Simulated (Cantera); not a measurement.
A closed system holds: 1 mol AlN, 0.1 mol N2, 0.016 mol C, held at 1000 Pa.

Equilibrium computed with Cantera from the NASA thermochemical tables; the gas is ideal and each condensed phase is pure. Candidate condensed phases: Al, AlN, C; 16 gas species. Equilibrium is a limit: real reactors are often held back by kinetics, nucleation or transport.

Which condensed phases are stable at each of these points (T (K)): 1400, 1600, 1800, 2000, 2200, 2400, 2600, 2800?


```json
[
 {"T (K)": "1400", "condensed phases": "AlN(s) + C(graphite)", "Al condensed (%)": "100.0"},
 {"T (K)": "1600", "condensed phases": "AlN(s) + C(graphite)", "Al condensed (%)": "100.0"},
 {"T (K)": "1800", "condensed phases": "AlN(s) + C(graphite)", "Al condensed (%)": "100.0"},
 {"T (K)": "2000", "condensed phases": "AlN(s) + C(graphite)", "Al condensed (%)": "99.8"},
 {"T (K)": "2200", "condensed phases": "C(graphite)", "Al condensed (%)": "0.0"},
 {"T (K)": "2400", "condensed phases": "C(graphite)", "Al condensed (%)": "0.0"},
 {"T (K)": "2600", "condensed phases": "C(graphite)", "Al condensed (%)": "0.0"},
 {"T (K)": "2800", "condensed phases": "gas only", "Al condensed (%)": "0.0"}
]
```

From 1400 K to 2000 K the condensed part is AlN(s) + C(graphite). From 2200 K to 2600 K the condensed part is C(graphite). At 2800 K nothing is condensed.
